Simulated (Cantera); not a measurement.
Input: 1 mol C2H5OH, 0.67 mol O2, 7.4 mol N2, equilibrated at 1.50 Torr.

Method: chemical equilibrium by Gibbs-energy minimisation in Cantera with the NASA 1993 tables (ideal gas, pure condensed phases). Candidate condensed phases: C, C6H6, C7H8, C8H18, H2O; 136 gas species. Rates play no part.

x: gas mole fraction; nothing condenses.

```json
[
 {"T (K)": "1250", "x N2": "0.597", "x H": "5.10e-6", "x H2": "0.223", "x CO": "0.153", "x H2O": "0.0191", "x O": "<1e-12"},
 {"T (K)": "1400", "x N2": "0.597", "x H": "5.11e-5", "x H2": "0.221", "x CO": "0.155", "x H2O": "0.0207", "x O": "2.00e-11"},
 {"T (K)": "1550", "x N2": "0.597", "x H": "0.000330", "x H2": "0.220", "x CO": "0.156", "x H2O": "0.0219", "x O": "1.41e-9"},
 {"T (K)": "1700", "x N2": "0.596", "x H": "0.00154", "x H2": "0.218", "x CO": "0.156", "x H2O": "0.0226", "x O": "4.66e-8"},
 {"T (K)": "1850", "x N2": "0.595", "x H": "0.00559", "x H2": "0.215", "x CO": "0.157", "x H2O": "0.0231", "x O": "8.77e-7"},
 {"T (K)": "2000", "x N2": "0.592", "x H": "?", "x H2": "0.208", "x CO": "0.156", "x H2O": "0.0232", "x O": "?"},
 {"T (K)": "2150", "x N2": "0.584", "x H": "0.0415", "x H2": "0.193", "x CO": "0.154", "x H2O": "0.0225", "x O": "9.44e-5"},
 {"T (K)": "2300", "x N2": "0.569", "x H": "?", "x H2": "?", "x CO": "0.151", "x H2O": "?", "x O": "?"},
 {"T (K)": "2450", "x N2": "0.546", "x H": "0.159", "x H2": "0.125", "x CO": "0.145", "x H2O": "0.0148", "x O": "0.00308"},
 {"T (K)": "2600", "x N2": "0.517", "x H": "0.242", "x H2": "0.0796", "x CO": "0.138", "x H2O": "0.00664", "x O": "0.00920"},
 {"T (K)": "2750", "x N2": "0.493", "x H": "0.311", "x H2": "0.0413", "x CO": "0.133", "x H2O": "0.00162", "x O": "0.0156"}
]
```

### Question
What belongs in the gaps?

### Answer

- 2000, x H: 0.0166
- 2000, x O: 1.07e-5
- 2300, x H: 0.0881
- 2300, x H2: 0.166
- 2300, x H2O: 0.0203
- 2300, x O: 0.000631
